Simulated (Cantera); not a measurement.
Input: 1 mol SiCl4, 0.29 mol N2, 4.9 mol NH3, held at 1898.15 K and 2.55 Torr.

Method: chemical equilibrium by Gibbs-energy minimisation in Cantera with the NASA 1993 tables (ideal gas, pure condensed phases). Candidate condensed phases: NH4Cl, Si, Si3N4; 28 gas species. The tables' values for SiCl, SiCl3, SiN are old estimates; treat these amounts as uncertain. Gases not in the tables: Si2H6 and higher silanes. Kinetics and transport are ignored.

Task: What is the equilibrium state?

Result: x(H2): 0.515
x(N2): 0.225
x(HCl): 0.167
x(SiCl2): 0.0783
x(H): 0.00963
x(Cl): 0.00236
x(Si): 0.00193
x(SiCl): 0.00131
x(SiCl3): 0.000356
gas amount: 12.19 mol
log10 activity of Si(l) (absent): -0.27
